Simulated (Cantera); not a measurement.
# (CH₃)₂SiCl₂ + C₂H₂ + H₂ (silicon carbide growth)

Charge: 1 mol (CH₃)₂SiCl₂, 0.0083 mol C₂H₂, 1600 mol H₂, equilibrated at 45.0 mbar.

Cantera equilibrium calculation (NASA polynomials, part measured and part estimated; ideal gas, pure solids and liquids). Candidate condensed phases: C, C₆H₆, C₇H₈, C₈H₁₈, Si, SiC; 109 gas species. The feed counts by its element totals alone. Gases not in the tables: Si₂H₆ and higher silanes. Kinetics and transport are ignored.

```
T (°C)  log p H₂  log p H  log p HCl  log p CH₄  log p C₂H₂ (acetylene)  n SiC(s)  n C(graphite)
------  --------  -------  ---------  ---------  ----------------------  --------  -------------
925        -1.35    -7.39      -4.25      -4.54                   -8.46     1.000              0
1075       -1.35    -6.31      -4.25      -4.93                   -7.27     1.000          0.593
1225       -1.35    -5.44      -4.25      -5.28                   -6.40     1.000          0.801
1375       -1.35    -4.72      -4.25      -5.57                   -5.70     1.000          0.776
1525       -1.35    -4.13      -4.25      -5.81                   -5.11     0.995          0.411
1675       -1.35    -3.62      -4.25      -6.12                   -4.83     0.933              0
1825       -1.35    -3.19      -4.26      -6.40                   -4.62     0.236              0
1975       -1.36    -2.82      -4.27      -6.71                   -4.57         0              0
2125       -1.38    -2.49      -4.29      -7.03                   -4.58         0              0
2275       -1.41    -2.22      -4.33      -7.33                   -4.59         0              0
```
log p: log10 of the partial pressure in bar; n: condensed amount in mol.

At 925 °C the condensed part is SiC(s). From 1075 °C to 1525 °C the condensed part is C(graphite) + SiC(s). From 1675 °C to 1825 °C the condensed part is SiC(s). From 1975 °C to 2275 °C nothing is condensed.
